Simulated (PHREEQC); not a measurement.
# Nickel, zinc or cadmium bath: an equilibrium model

Make-up at 25 °C: 0.018 mol CdCl2 and 0.00205 mol NaOH per kg of water. It is in equilibrium with CO2 at log p = 0 (atm). Otherwise closed; pH follows from the charge balance.

Equilibrium calculation in PHREEQC: ion-association model, phreeqc.dat.

Precipitation was switched off in this run.

Estimate the pH, ionic strength.

pH 5.01; ionic strength 0.0349 mol/kgw.

In which forms is Cl present?

Cl- 70 %, CdCl+ 26 %, CdCl2 3.8 % of the Cl.

The solution is supersaturated, for example in Otavite, so a real one may precipitate; this is no full list.
